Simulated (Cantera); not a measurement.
An isothermal, constant-pressure homogeneous reactor starts with CH4 : H2 = 0.015 : 1 (molar parts), at 1600 K and 2670 Pa. Integrator tolerance rtol = 1e-08.

Model: GRI-Mech 3.0 (53 species, 325 reactions), integrated in Cantera. GRI-Mech 3.0 stops at C3 and has no aromatics, soot or wall deposition, so with more carbon than oxygen in the feed, carbon stays in small species such as C2H2 where larger ones or solid carbon would form. Radical loss at walls, strong at low pressure, is not modelled.

Question: What does this change do: CH4 0.015 to 0.0046 parts?

Answer: 
```
quantity                                             before                                     after
-----------------  ----------------------------------------  ----------------------------------------
x(CH4) at 20.0 s   0.00400 (gas-phase equilibrium 0.000676)  0.00246 (gas-phase equilibrium 0.000374)
x(H2) at 20.0 s         0.990 (gas-phase equilibrium 0.992)       0.996 (gas-phase equilibrium 0.997)
x(C2H2) at 20.0 s   0.00528 (gas-phase equilibrium 0.00692)   0.00104 (gas-phase equilibrium 0.00209)
x(C2H4) at 20.0 s   1.62e-5 (gas-phase equilibrium 2.02e-5)   3.38e-6 (gas-phase equilibrium 6.12e-6)
x(C2H) at 20.0 s    5.83e-9 (gas-phase equilibrium 7.83e-9)   1.16e-9 (gas-phase equilibrium 2.35e-9)
x(CH3) at 20.0 s    2.67e-5 (gas-phase equilibrium 4.62e-6)   1.65e-5 (gas-phase equilibrium 2.55e-6)
```

Question: What does this change do: temperature 1600 to 1850 K?

Answer: 
| quantity | before | after |
|---|---|---|
| x(CH4) at 20.0 s | 0.00400 (gas-phase equilibrium 0.000676) | 9.69e-5 (gas-phase equilibrium 8.97e-5) |
| x(H2) at 20.0 s | 0.990 (gas-phase equilibrium 0.992) | 0.989 (gas-phase equilibrium 0.989) |
| x(C2H2) at 20.0 s | 0.00528 (gas-phase equilibrium 0.00692) | 0.00722 (gas-phase equilibrium 0.00722) |
| x(C2H4) at 20.0 s | 1.62e-5 (gas-phase equilibrium 2.02e-5) | 3.16e-6 (gas-phase equilibrium 3.16e-6) |
| x(C2H) at 20.0 s | 5.83e-9 (gas-phase equilibrium 7.83e-9) | 2.59e-7 (gas-phase equilibrium 2.59e-7) |
| x(CH3) at 20.0 s | 2.67e-5 (gas-phase equilibrium 4.62e-6) | 6.49e-6 (gas-phase equilibrium 6.01e-6) |
